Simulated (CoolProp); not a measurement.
Vapour-liquid equilibrium of isobutane (1) + n-butane (2) at -66.55 °C; x and y are mole fractions of (1).

Values from CoolProp's multi-fluid Helmholtz-energy mixture model, Bücker 2006 and Bücker 2006; pair parameters Kunz 2012.

```json
[
 {"x": "0.05", "bubble pressure, mixture model (MPa)": "0.003328", "bubble pressure, Raoult's law (MPa)": "0.003322", "y, mixture model": "0.092", "y, Raoult's law": "0.091"},
 {"x": "0.15", "bubble pressure, mixture model (MPa)": "0.003623", "bubble pressure, Raoult's law (MPa)": "0.003610", "y, mixture model": "0.254", "y, Raoult's law": "0.252"},
 {"x": "0.25", "bubble pressure, mixture model (MPa)": "0.003915", "bubble pressure, Raoult's law (MPa)": "0.003897", "y, mixture model": "0.390", "y, Raoult's law": "0.388"},
 {"x": "0.35", "bubble pressure, mixture model (MPa)": "0.004204", "bubble pressure, Raoult's law (MPa)": "0.004185", "y, mixture model": "0.507", "y, Raoult's law": "0.506"},
 {"x": "0.45", "bubble pressure, mixture model (MPa)": "0.004490", "bubble pressure, Raoult's law (MPa)": "0.004472", "y, mixture model": "0.608", "y, Raoult's law": "0.609"},
 {"x": "0.55", "bubble pressure, mixture model (MPa)": "0.004775", "bubble pressure, Raoult's law (MPa)": "0.004760", "y, mixture model": "0.698", "y, Raoult's law": "0.700"},
 {"x": "0.65", "bubble pressure, mixture model (MPa)": "0.005060", "bubble pressure, Raoult's law (MPa)": "0.005047", "y, mixture model": "0.778", "y, Raoult's law": "0.780"},
 {"x": "0.75", "bubble pressure, mixture model (MPa)": "0.005344", "bubble pressure, Raoult's law (MPa)": "0.005335", "y, mixture model": "0.850", "y, Raoult's law": "0.851"},
 {"x": "0.85", "bubble pressure, mixture model (MPa)": "0.005628", "bubble pressure, Raoult's law (MPa)": "0.005622", "y, mixture model": "0.914", "y, Raoult's law": "0.915"},
 {"x": "0.95", "bubble pressure, mixture model (MPa)": "0.005912", "bubble pressure, Raoult's law (MPa)": "0.005910", "y, mixture model": "0.973", "y, Raoult's law": "0.973"}
]
```

The largest gap from Raoult's law is +0.5 % in bubble pressure, at x = 0.25. No azeotrope shows between x = 0.05 and 0.95.

The pair parameters rest on a limited set of measurements; away from them the model extrapolates.
